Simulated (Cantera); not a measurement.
Charge: 1 mol FeS₂, 0.55 mol H₂S, 0.089 mol O₂, at 425 °C and 51.0 Torr.

Equilibrium computed with Cantera from the NASA thermochemical tables; the gas is ideal and each condensed phase is pure. Candidate condensed phases: Fe, FeO, Fe(OH)₂, Fe(OH)₃, FeS, FeSO₄, FeS₂, Fe₂O₃, Fe₂(SO₄)₃, Fe₃O₄, H₂O, H₂SO₄, S; 22 gas species. Gases not in the tables: S₃ to S₇. Equilibrium is a limit: real reactors are often held back by kinetics, nucleation or transport.

Base state: H₂S 0.615, H₂O 0.287, S₂ 0.0781, S₈ 0.0161, SO₂ 0.00238, H₂ 0.000600, S₂O 0.000264 (mole fractions); condensed: FeS₂(s).

Question: What changes in the equilibrium state with this change: O₂ from 0.089 to 6.7 mol?

Answer: 
| species | before | after |
|---|---|---|
| O₂ | <1e-9 | 0.538 |
| SO₃ | <1e-9 | 0.297 |
| H₂O | 0.287 | 0.158 |
| H₂S | 0.615 | <1e-9 |
| S₂ | 0.0781 | <1e-9 |
| S₈ | 0.0161 | <1e-9 |
| H₂SO₄ | <1e-9 | 0.00166 |
| H₂ | 0.000600 | <1e-9 |
| S₂O | 0.000264 | <1e-9 |
| SO₂ | 0.00238 | 0.00517 |
| FeS₂(s), mol | 1.00 | 0 |
| Fe₂(SO₄)₃(s), mol | 0 | 0.500 |
